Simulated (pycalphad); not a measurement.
CALPHAD calculation (pycalphad, COST 507 light-alloy database (1999)), 1 atm. These are 1990s assessments: newer ones move some temperatures and phases. The system is extrapolated from its subsystems; higher-order compounds may be missing. Amounts are mole fractions of atoms.

Problem. Give the equilibrium state of Mg-4.34Si-0.39Mn-3.96Al (at.%) at 690 K.

Solution. hcp, fraction 0.855, with <0.01 Si, <0.01 Mn, 3.2 Al at.%; MG2SI, fraction 0.128, with 33.3 Si, no Mn, no Al at.%; ALMNSI_BETA, fraction 0.017, with 3.9 Si, 23.1 Mn, 73.1 Al at.%.

Problem. Give the equilibrium state of Mg-4.34Si-0.39Mn-3.96Al (at.%) at 850 K.

Solution. hcp, fraction 0.771, with <0.01 Si, 0.03 Mn, 3.2 Al at.%; MG2SI, fraction 0.128, with 33.3 Si, no Mn, no Al at.%; liquid, fraction 0.093, with 0.88 Si, 0.06 Mn, 11.3 Al at.%; AL8MN5_D810, fraction 0.008, with <0.01 Si, 44.3 Mn, 55.7 Al at.%.

Database names, with the compositions (at.%) that they take in these runs: MG2SI: Mg 67 Si 33; AL8MN5_D810: Al 56-60 Mn 40-44; ALMNSI_BETA: Al 73 Mn 23 Si 4. An entry "none" or "no" means that the model of the phase leaves that element out.
